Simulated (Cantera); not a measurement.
An adiabatic, constant-volume homogeneous reactor starts with CH4 : H2 : O2 : N2 = 1 : 0.15 : 2.28 : 8.57 (molar parts), equivalence ratio 0.91, at 1375 K and 5.20 bar.

Cantera simulation using GRI-Mech 3.0 (53 species, 325 reactions); the numbers are that mechanism's predictions, not measurements.

Predict: time of steepest temperature rise; temperature at 0.400 s; equilibrium temperature; x(H2) at 0.400 s; x(O2) at 0.400 s.


```json
{
  "time_of_steepest_temperature_rise": "0.438 ms",
  "temperature at 0.400 s": "2972 K",
  "equilibrium_temperature": "2972 K",
  "x(H2) at 0.400 s": "0.0118 (gas-phase equilibrium 0.0118)",
  "x(O2) at 0.400 s": "0.0240 (gas-phase equilibrium 0.0240)"
}
```
